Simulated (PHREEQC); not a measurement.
PHREEQC input (ion-association model, phreeqc.dat):

```
SOLUTION 0
  temp 25
  units mmol/kgw
  pH 7 charge
  Cl 115.51
  Cd 0.75
  K 68
  Zn 23
  O(0) 1 O2(g) -0.68
SOLUTION 1-30
  temp 25
  units mmol/kgw
  pH 7 charge
  Cl 22.01
  Ba 11
  O(0) 1 O2(g) -0.68
END
EXCHANGE 1-30
  X 0.15
  -equilibrate 1
END
SELECTED_OUTPUT 1
  -reset false
  -pH true
  -pe true
  -ionic_strength true
  -water true
  -step true
  -totals Ba Cd Cl K Zn
  -molalities ZnX2 CdX2 BaX2 KX
  -saturation_indices Sylvite Zn(OH)2(e) Cd(OH)2
PRINT
  -reset false
TRANSPORT
  -cells 30
  -shifts 150
  -lengths 0.00666667
  -time_step 720
  -dispersivities 0.01
  -boundary_conditions flux flux
  -correct_disp true
  -punch_cells 30
  -punch_frequency 5
END
```

Selected output (columns that matter, 16 of 31 rows; pore volumes added in front):

```
pore volumes	pH	mu	Ba	Cd	Cl	K	Zn	m_ZnX2	m_CdX2	m_BaX2	m_KX	si_Sylvite	si_Zn(OH)2(e)	si_Cd(OH)2
0	5.0602	0.03301	0.011	0	0.02201	0	0	0	0	0.075	0	-1000	-1000	-1000
0.35	5.0602	0.033053	0.011014	9.0188e-16	0.022038	6.2726e-15	1.7697e-20	9.0704e-20	2.233e-15	0.075	1.576e-14	-16.911	-21.431	-19.198
0.6833	5.0698	0.052962	0.017649	1.68e-06	0.035313	1.1217e-06	1.7841e-08	5.6343e-08	2.0967e-06	0.074997	2.2264e-06	-8.4854	-9.4694	-10.057
1.0167	5.0848	0.11406	0.037525	0.00021619	0.07651	0.00063695	0.00019052	0.00027145	8.2071e-05	0.074215	0.00086249	-5.4566	-5.5278	-8.1994
1.35	5.0761	0.15018	0.045259	0.0005418	0.10318	0.0063112	0.0026259	0.0028074	0.00012871	0.068331	0.0074667	-4.3567	-4.4539	-7.9373
1.6833	5.0533	0.15719	0.039648	0.00067575	0.1124	0.017668	0.0070371	0.0071742	0.00014412	0.057443	0.020477	-3.8786	-4.0812	-7.9214
2.0167	5.033	0.15361	0.030413	0.00071605	0.11482	0.030212	0.011168	0.011696	0.00015364	0.045383	0.035535	-3.636	-3.919	-7.9445
2.35	5.0182	0.14833	0.022065	0.00072912	0.11537	0.041036	0.014366	0.015716	0.0001618	0.03444	0.049364	-3.4992	-3.8348	-7.9674
2.6833	5.0076	0.14382	0.015581	0.00073523	0.11548	0.049363	0.016738	0.019102	0.00016912	0.025392	0.060674	-3.4169	-3.7855	-7.9845
3.0167	5	0.14045	0.01082	0.00073926	0.1155	0.055391	0.018492	0.021871	0.00017546	0.018286	0.069335	-3.3654	-3.7541	-7.9967
3.35	4.9946	0.13806	0.0074146	0.00074228	0.11551	0.059605	0.01979	0.024078	0.00018068	0.012897	0.075689	-3.3327	-3.7332	-8.0054
3.6833	4.9907	0.13642	0.0050185	0.00074456	0.11551	0.062482	0.020746	0.025789	0.00018478	0.0089209	0.080211	-3.3116	-3.7189	-8.0115
4.0167	4.9879	0.13529	0.0033559	0.00074626	0.11551	0.064413	0.021442	0.027075	0.00018787	0.0060613	0.083351	-3.2979	-3.7091	-8.0158
4.35	4.986	0.13455	0.002218	0.00074747	0.11551	0.06569	0.021939	0.028015	0.00019011	0.0040516	0.085486	-3.2891	-3.7023	-8.0188
4.6833	4.9846	0.13405	0.0014497	0.00074832	0.11551	0.066526	0.022289	0.028683	0.0001917	0.0026691	0.086913	-3.2835	-3.6976	-8.0209
5.0167	4.9837	0.13373	0.00093795	0.0007489	0.11551	0.067066	0.02253	0.029146	0.00019278	0.001736	0.087851	-3.2799	-3.6945	-8.0223
```
